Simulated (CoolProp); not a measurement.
R507A along the isobar 850 kPa: fugacity coefficient from the reference equation and from simpler models built on Tc = 343.8 K, pc = 3705 kPa, ω = 0.286; each cubic takes its own stable root.

Values from CoolProp's reference Helmholtz-energy equation of state, Lemmon 2003. It is a pseudo-pure fit of the blend.

```json
[
 {"T (K)": "264.1", "phase": "liquid", "reference": "0.4904"},
 {"T (K)": "300.4", "phase": "gas", "reference": "0.8684"},
 {"T (K)": "318.5", "phase": "gas", "reference": "0.8930"},
 {"T (K)": "336.7", "phase": "gas", "reference": "0.9119"},
 {"T (K)": "354.8", "phase": "gas", "reference": "0.9267"},
 {"T (K)": "373", "phase": "gas", "reference": "0.9385"},
 {"T (K)": "391.1", "phase": "gas", "reference": "0.9481"},
 {"T (K)": "409.3", "phase": "gas", "reference": "0.9559"},
 {"T (K)": "427.4", "phase": "gas", "reference": "0.9624"},
 {"T (K)": "445.6", "phase": "gas", "reference": "0.9679"},
 {"T (K)": "463.7", "phase": "gas", "reference": "0.9725"},
 {"T (K)": "481.9", "phase": "gas", "reference": "0.9764"},
 {"T (K)": "500", "phase": "gas", "reference": "0.9798"}
]
```

### Question
How far does each simpler model (van der Waals, Redlich-Kwong, Soave-Redlich-Kwong, Peng-Robinson) lie from the reference over these 13 states: mean and median of the absolute difference, and the worst?

### Answer
- van der Waals: mean 7.0 %, median 0.6 %, worst +78.1 % at 264.1 K and 850 kPa
- Redlich-Kwong: mean 3.8 %, median 0.4 %, worst +42.8 % at 264.1 K and 850 kPa
- Soave-Redlich-Kwong: mean 0.7 %, median 0.4 %, worst +2.9 % at 264.1 K and 850 kPa
- Peng-Robinson: mean 0.4 %, median 0.3 %, worst +1.1 % at 264.1 K and 850 kPa

At some of these states van der Waals gives the other phase, because its saturation line lies elsewhere.
